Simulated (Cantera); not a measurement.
What does this Cantera script print?

```python
import numpy as np
import cantera as ct

gas = ct.Solution("gri30.yaml", transport_model="mixture-averaged")
show = ['H', 'CO2', 'N2']

rows = []
print(f"{'T/K':>7s}{'rho':>11s}{'cp':>10s}{'mu':>11s}{'lambda':>11s}{'Pr':>7s}" + "".join(f"{'D_' + s:>11s}" for s in show))
for T in [400, 650, 900, 1150, 1400, 1650, 1900]:
    gas.TPX = T, 2666, {'NO': 1}
    Pr = gas.cp_mass * gas.viscosity / gas.thermal_conductivity
    D = [gas.mix_diff_coeffs_mole[gas.species_index(s)] for s in show]
    rows.append([gas.density, gas.cp_mass, gas.viscosity, gas.thermal_conductivity, Pr, *D])
    print(f"{T:7g}{gas.density:11.4e}{gas.cp_mass:10.1f}{gas.viscosity:11.4e}"
          f"{gas.thermal_conductivity:11.4e}{Pr:7.3f}" + "".join(f"{d:11.4e}" for d in D))
print("SI units: kg/m3, J/kg/K, Pa s, W/m/K, m2/s")
```

It prints:

```
    T/K        rho        cp         mu     lambda     Pr        D_H      D_CO2       D_N2
    400 2.4053e-02     998.6 2.3120e-05 3.2415e-02  0.712 7.7194e-03 9.9184e-04 1.2875e-03
    650 1.4802e-02    1054.2 3.2312e-05 4.8223e-02  0.706 1.7812e-02 2.3254e-03 2.9435e-03
    900 1.0690e-02    1113.9 4.0086e-05 6.3038e-02  0.708 3.0848e-02 4.0537e-03 5.0800e-03
   1150 8.3664e-03    1153.1 4.7043e-05 7.6728e-02  0.707 4.6488e-02 6.1286e-03 7.6430e-03
   1400 6.8724e-03    1181.0 5.3449e-05 8.9432e-02  0.706 6.4513e-02 8.5195e-03 1.0597e-02
   1650 5.8311e-03    1202.5 5.9446e-05 1.0130e-01  0.706 8.4763e-02 1.1205e-02 1.3917e-02
   1900 5.0638e-03    1218.7 6.5123e-05 1.1247e-01  0.706 1.0712e-01 1.4169e-02 1.7582e-02
SI units: kg/m3, J/kg/K, Pa s, W/m/K, m2/s
```

Model: GRI-Mech 3.0 (53 species, 325 reactions), integrated in Cantera. The composition is frozen, though it would react at the higher temperatures.
